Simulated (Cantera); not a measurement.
Input: 1 mol SiC, 0.16 mol O₂, 79 mol H₂, at 11.0 Pa.

Equilibrium computed with Cantera from the NASA thermochemical tables; the gas is ideal and each condensed phase is pure. Candidate condensed phases: C, C₆H₆, C₇H₈, C₈H₁₈, H₂O, Si, SiC, SiO₂; 123 gas species. Mutual solubility and eutectic melting of coexisting phases are not modelled. The tables hold silica as quartz up to 1696 K and as liquid above; real silica turns to tridymite and cristobalite and melts near 1996 K. Rates play no part.

log p: log10 of the partial pressure in bar; n: condensed amount in mol.

| T (°C) | log p H₂ | log p H | log p Si | log p CO | n C(graphite) | n SiC(s) | n SiO₂(β-quartz) |
|---|---|---|---|---|---|---|---|
| 627 | -3.96 | -11.91 | <-15 | -8.67 | 0.155 | 0.841 | 0.159 |
| 727 | -3.96 | ___ | <-15 | ___ | ___ | 0.885 | 0.115 |
| 827 | -3.96 | -9.57 | -15.78 | -6.83 | 0 | 0.893 | 0.106 |
| 927 | -3.96 | -8.68 | -13.00 | -6.71 | 0 | 0.859 | 0.0377 |
| 1027 | -3.96 | -7.94 | -11.33 | -6.65 | 0 | 0.840 | 0 |
| 1127 | -3.96 | -7.29 | -9.95 | -6.65 | 0 | 0.840 | 0 |
| 1227 | -3.96 | -6.73 | -8.76 | -6.65 | 0 | 0.839 | 0 |
| 1327 | -3.96 | -6.25 | -7.74 | -6.64 | 0 | 0.833 | 0 |
| 1427 | -3.97 | -5.82 | -6.93 | -6.55 | 0 | 0.795 | 0 |
| 1527 | -3.98 | ___ | ___ | -6.41 | 0 | ___ | 0 |
| 1627 | -4.00 | -5.10 | -6.31 | -6.37 | 0 | 0.605 | 0 |

**Question.** What belongs in the gaps?

**Answer.** 
- 1527, log p H: -5.43
- 1527, log p Si: -6.47
- 1527, n SiC(s): 0.708
- 727, log p H: -10.62
- 727, log p CO: -6.90
- 727, n C(graphite): 0.0245
